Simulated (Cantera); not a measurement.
An adiabatic, constant-pressure homogeneous reactor starts with CO : H₂ : O₂ : N₂ : H₂O = 1 : 1.1 : 1.36 : 5.32 : 1.3 (molar parts), equivalence ratio 0.77, at 1425 K and 14300 Torr. Integrator tolerance rtol = 1e-08.

Model: GRI-Mech 3.0 (53 species, 325 reactions), integrated in Cantera. The hydrogen kinetics of GRI-Mech 3.0 are dated; newer H2 mechanisms differ, most at raised pressure. The pressure lies above the range GRI-Mech 3.0 was tuned for (to about 10 atm).

```tsv
quantity	before	after
time of steepest temperature rise	6.95 µs	95.4 µs
temperature at 0.500 s	2679 K	2469 K
equilibrium temperature	2679 K	2469 K
x(CO) at 0.500 s	0.0111 (gas-phase equilibrium 0.0111)	0.0250 (gas-phase equilibrium 0.0250)
x(H₂) at 0.500 s	0.00429 (gas-phase equilibrium 0.00429)	0.0116 (gas-phase equilibrium 0.0116)
x(O₂) at 0.500 s	0.0329 (gas-phase equilibrium 0.0329)	0.0415 (gas-phase equilibrium 0.0415)
x(N₂O) at 0.500 s	2.18e-6 (gas-phase equilibrium 2.18e-6)	1.98e-7 (gas-phase equilibrium 1.98e-7)
x(HO₂) at 0.500 s	1.82e-5 (gas-phase equilibrium 1.82e-5)	4.27e-6 (gas-phase equilibrium 4.27e-6)
x(H₂O) at 0.500 s	0.252 (gas-phase equilibrium 0.252)	0.235 (gas-phase equilibrium 0.235)
x(NO₂) at 0.500 s	1.35e-5 (gas-phase equilibrium 1.35e-5)	1.71e-6 (gas-phase equilibrium 1.71e-6)
```

Question: Which change was made?
A) pressure from 14300 Torr to 760 Torr
B) H2 1.1 to 3 parts
C) H2O 1.3 to 1 parts
D) pressure from 14300 Torr to 195 Torr

Answer: D, pressure from 14300 Torr to 195 Torr
